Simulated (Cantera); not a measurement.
Input (Python, Cantera) and output of one run.

```python
import numpy as np
import cantera as ct

gas_names = """
    H H2 N NH NH2 NH3 N2 N2H2 N2H4 Si SiH SiH2 SiH3 SiH4 SiN Si2 Si2N Si3
""".split()
cond_names = """
    Si(cr) Si(L) Si3N4(a)
""".split()


# ... load() reads the species with a 1 bar reference pressure and builds the phases ...
atoms = {
    'Si3N4': {'Si': 3, 'N': 4},
    'H2': {'H': 2},
}
top_T = {'Si3N4(a)': 2400}  # K; cautious upper limits of use, not melting points


# ... equilibrate(T, P, feed) seeds the gas with the atoms and calls Mixture.equilibrate('TP', solver="vcs", rtol=1e-11, max_steps=5000) ...
results = []
P = 3100  # Pa
for T in [725, 825, 925, 1025, 1125, 1225, 1325, 1425, 1525]:
    for m in [5.1, 12, 27, 62, 140, 330, 760]:
        feed = {'Si3N4': 1, 'H2': m}  # mol
        mix = equilibrate(T, P, feed)
        results.append((T, P, feed, dict(zip(mix.species_names, mix.species_moles))))

for T, P, feed, n in results:
    print(f"{T:7g} {feed['H2']:10.4g}  " + (" + ".join(c for c in cond_names if n.get(c, 0) > 1e-12) or "gas only"))
```

Result:

```
    725        5.1  Si3N4(a)
    725         12  Si3N4(a)
    725         27  Si3N4(a)
    725         62  Si3N4(a)
    725        140  Si3N4(a)
    725        330  Si3N4(a)
    725        760  Si3N4(a)
    825        5.1  Si3N4(a)
    825         12  Si3N4(a)
    825         27  Si3N4(a)
    825         62  Si3N4(a)
    825        140  Si3N4(a)
    825        330  Si3N4(a)
    825        760  Si3N4(a)
    925        5.1  Si3N4(a)
    925         12  Si3N4(a)
    925         27  Si3N4(a)
    925         62  Si3N4(a)
    925        140  Si3N4(a)
    925        330  Si3N4(a)
    925        760  Si3N4(a)
   1025        5.1  Si3N4(a)
   1025         12  Si3N4(a)
   1025         27  Si3N4(a)
   1025         62  Si3N4(a)
   1025        140  Si3N4(a)
   1025        330  Si3N4(a)
   1025        760  Si3N4(a)
   1125        5.1  Si(cr) + Si3N4(a)
   1125         12  Si(cr) + Si3N4(a)
   1125         27  Si(cr) + Si3N4(a)
   1125         62  Si(cr) + Si3N4(a)
   1125        140  Si(cr) + Si3N4(a)
   1125        330  Si(cr) + Si3N4(a)
   1125        760  Si(cr) + Si3N4(a)
   1225        5.1  Si(cr) + Si3N4(a)
   1225         12  Si(cr) + Si3N4(a)
   1225         27  Si(cr) + Si3N4(a)
   1225         62  Si(cr) + Si3N4(a)
   1225        140  Si(cr) + Si3N4(a)
   1225        330  Si(cr) + Si3N4(a)
   1225        760  Si(cr) + Si3N4(a)
   1325        5.1  Si(cr) + Si3N4(a)
   1325         12  Si(cr) + Si3N4(a)
   1325         27  Si(cr) + Si3N4(a)
   1325         62  Si(cr) + Si3N4(a)
   1325        140  Si(cr) + Si3N4(a)
   1325        330  Si(cr) + Si3N4(a)
   1325        760  Si(cr) + Si3N4(a)
   1425        5.1  Si(cr) + Si3N4(a)
   1425         12  Si(cr) + Si3N4(a)
   1425         27  Si(cr) + Si3N4(a)
   1425         62  Si(cr) + Si3N4(a)
   1425        140  Si(cr) + Si3N4(a)
   1425        330  Si(cr) + Si3N4(a)
   1425        760  Si(cr) + Si3N4(a)
   1525        5.1  Si(cr) + Si3N4(a)
   1525         12  Si(cr) + Si3N4(a)
   1525         27  Si(cr) + Si3N4(a)
   1525         62  Si(cr) + Si3N4(a)
   1525        140  Si(cr) + Si3N4(a)
   1525        330  Si(cr) + Si3N4(a)
   1525        760  Si(cr) + Si3N4(a)
```

Method: chemical equilibrium by Gibbs-energy minimisation in Cantera with the NASA 1993 tables (ideal gas, pure condensed phases). Mutual solubility and eutectic melting of coexisting phases are not modelled.
